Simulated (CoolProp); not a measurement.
The numbers come from the reference Helmholtz-energy equation of state, Gao 2022 in CoolProp.

Q: For n-perfluorohexane, give the phase and the Z, cv (kJ/(kg K)), expansivity (1/kK) at 242 K and 0.0373 MPa; 344.6 K and 0.233 MPa; 270.7 K and 0.782 MPa.

A: 
- 242 K and 0.0373 MPa: liquid; Z 0.00342, cv 0.766, expansivity 1.50
- 344.6 K and 0.233 MPa: liquid; Z 0.0179, cv 0.914, expansivity 2.24
- 270.7 K and 0.782 MPa: liquid; Z 0.0669, cv 0.812, expansivity 1.58
